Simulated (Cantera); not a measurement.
Fe + CO + H2 + CO2 (metals in furnace atmospheres)

A closed system holds: 1 mol Fe, 0.46 mol CO, 3.6 mol H2, 0.31 mol CO2, equilibrated at 94.0 Pa.

Equilibrium computed with Cantera from the NASA thermochemical tables; the gas is ideal and each condensed phase is pure. Candidate condensed phases: C, C6H6, C7H8, C8H18, Fe, Fe(CO)5, FeO, Fe(OH)2, Fe(OH)3, Fe2O3, Fe3O4, H2O; 114 gas species. The numbers say what is thermodynamically allowed, not how fast it happens.

| T (K) | log p H2 | log p CO | log p Fe | log p H2O | log p H | log p CO2 | n Fe(α) | n Fe(γ) | n Fe(δ) | n Fe(l) |
|---|---|---|---|---|---|---|---|---|---|---|
| 925 | -3.14 | -3.83 | <-15 | -4.32 | -11.15 | -4.71 | 1.00 | 0 | 0 | 0 |
| 1000 | -3.14 | -3.82 | -13.83 | -4.29 | -10.21 | -4.81 | 1.00 | 0 | 0 | 0 |
| 1075 | -3.14 | -3.81 | -12.35 | -4.27 | -9.40 | -4.91 | 1.00 | 0 | 0 | 0 |
| 1150 | -3.14 | -3.81 | -11.07 | -4.25 | -8.70 | -4.99 | 1.00 | 0 | 0 | 0 |
| 1225 | -3.14 | -3.80 | -9.95 | -4.24 | -8.08 | -5.06 | 0 | 1.000 | 0 | 0 |
| 1300 | -3.15 | -3.80 | -8.96 | -4.23 | -7.53 | -5.13 | 0 | 1.000 | 0 | 0 |
| 1375 | -3.15 | -3.80 | -8.09 | -4.22 | -7.04 | -5.19 | 0 | 1.000 | 0 | 0 |
| 1450 | -3.15 | -3.80 | -7.30 | -4.22 | -6.60 | -5.24 | 0 | 1.000 | 0 | 0 |
| 1525 | -3.15 | -3.79 | -6.60 | -4.21 | -6.20 | -5.29 | 0 | 0.999 | 0 | 0 |
| 1600 | -3.15 | -3.79 | -5.96 | -4.21 | -5.84 | -5.33 | 0 | 0.995 | 0 | 0 |
| 1675 | -3.15 | -3.79 | -5.38 | -4.21 | -5.51 | -5.37 | 0 | 0 | 0.981 | 0 |
| 1750 | -3.16 | -3.80 | -4.86 | -4.21 | -5.21 | -5.41 | 0 | 0 | 0.934 | 0 |
| 1825 | -3.17 | -3.81 | -4.38 | -4.22 | -4.94 | -5.46 | 0 | 0 | 0 | 0.795 |
| 1900 | -3.21 | -3.85 | -3.95 | -4.26 | -4.71 | -5.52 | 0 | 0 | 0 | 0.404 |
log p: log10 of the partial pressure in bar; n: condensed amount in mol.

From 925 K to 1150 K the condensed part is Fe(α). From 1225 K to 1600 K the condensed part is Fe(γ). From 1675 K to 1750 K the condensed part is Fe(δ). From 1825 K to 1900 K the condensed part is Fe(l).
